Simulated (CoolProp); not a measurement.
R245ca along the isobar 0.101 MPa: Z from the reference equation and from simpler models built on Tc = 447.6 K, pc = 3.941 MPa, ω = 0.355; each cubic takes its own stable root.

Values from CoolProp's reference Helmholtz-energy equation of state, Zhou 2016.

| T (K) | phase | reference | van der Waals | Soave-Redlich-Kwong | Peng-Robinson |
|---|---|---|---|---|---|
| 247.2 | liquid | (withheld) | (withheld) | 0.004749 | 0.004218 |
| 255.1 | liquid | 0.004281 | 0.9716 | (withheld) | 0.004128 |
| 263 | liquid | 0.004205 | 0.9735 | 0.004562 | 0.004046 |
| 270.9 | liquid | 0.004135 | 0.9752 | 0.004481 | 0.003972 |
| 278.7 | liquid | 0.004071 | 0.9767 | 0.004409 | 0.003907 |
| 286.6 | liquid | 0.004013 | 0.9782 | 0.004345 | 0.003847 |
| 294.5 | liquid | 0.003960 | 0.9795 | 0.004288 | 0.003794 |
| 302.4 | gas | (withheld) | 0.9807 | 0.9690 | 0.9677 |

Task: Complete the blanks.

Result: 
- 247.2, reference: 0.004365
- 247.2, van der Waals: 0.9695
- 255.1, Soave-Redlich-Kwong: 0.004651
- 302.4, reference: 0.9632

At some of these states van der Waals gives the other phase, because its saturation line lies elsewhere.
